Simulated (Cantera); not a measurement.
A closed system holds: 1 mol Zr, 1.8 mol O2, held at 923 K and 0.000130 bar.

Equilibrium computed with Cantera from the NASA thermochemical tables; the gas is ideal and each condensed phase is pure. Candidate condensed phases: Zr, ZrO2; 6 gas species. Kinetics and transport are ignored.

Base state: O2 1.00 (mole fractions); condensed: ZrO2(monoclinic).

Q: What changes in the equilibrium state with this change: Zr replaced by Ta?

A: 
```tsv
species	before	after
O2	1.00	1.00
ZrO2(monoclinic), mol	1.00	0
Ta2O5(s), mol	0	0.500
```
Further candidate phases: Ta, Ta2O5.
